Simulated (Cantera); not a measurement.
Mixture: 13.7 % CH₄, 3.98 % CO, 17.3 % O₂, 65.0 % N₂, equivalence ratio 1.7, at 1.01 bar, adiabatic and at constant pressure. Ignition delay is the time to a rise of 400 K.

Detailed kinetics in Cantera: GRI-Mech 3.0 (53 species, 325 reactions).

Question: Predict: delay at 1150 K; delay at 1225 K; delay at 1300 K; delay at 1375 K; delay at 1450 K; delay at 1525 K; delay at 1600 K; apparent activation energy between 1450 and 1600 K.

Answer: 
```json
{
  "delay at 1150 K": "0.176 s",
  "delay at 1225 K": "54.9 ms",
  "delay at 1300 K": "18.7 ms",
  "delay at 1375 K": "6.87 ms",
  "delay at 1450 K": "2.74 ms",
  "delay at 1525 K": "1.19 ms",
  "delay at 1600 K": "0.571 ms",
  "apparent activation energy between 1450 and 1600 K": "200 kJ/mol"
}
```
